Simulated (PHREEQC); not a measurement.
Spent oxide etchant: an equilibrium model

Consider water at 50 °C with 6.6 mmol/kgw HF, 54 mmol/kgw H2SiF6 and 0.3 mmol/kgw H3PO4. Closed to the air; pH follows from the charge balance.

Model: ion-association model, phreeqc.dat, run in PHREEQC.

Each row changes one thing in this solution. No solid was allowed to form.

```
case                                              pH  ionic strength (mol/kgw)  HF (mol/kgw)  H3PO4 (mol/kgw)  F- (mol/kgw)  H2PO4- (mol/kgw)
----------------------------------------------  ----  ------------------------  ------------  ---------------  ------------  ----------------
as made                                         1.08                     0.156        0.0188         0.000276      0.000136           2.36e-5
H2SiF6 from 0.054 to 0.108 mol/kgw              0.79                     0.316        0.0231         0.000286       9.64e-5           1.38e-5
HF from 0.0066 to 0.0099 mol/kgw                1.08                     0.157        0.0196         0.000277      0.000141           2.35e-5
HF left out                                     1.09                     0.153        0.0176         0.000276      0.000129           2.39e-5
H2SiF6 replaced by NH4BF4 at the same molality  2.70                    0.0564        0.0114          7.16e-5       0.00300          0.000228
temperature from 50 to 90 °C                    1.13                     0.140        0.0517         0.000281      0.000187           1.91e-5
0.0011 mol/kgw NH3 added                        1.08                     0.156        0.0187         0.000276      0.000137           2.38e-5
```

Complexes and solids missing from the database can't appear. Some of these states are supersaturated (in Quartz (slow to form), Chalcedony (slow to form), SiO2(a), for instance). At this temperature some constants are extrapolated from 25 °C, and those without enthalpy data are left unchanged. Real BF4- forms and hydrolyses slowly; the run takes it at equilibrium.
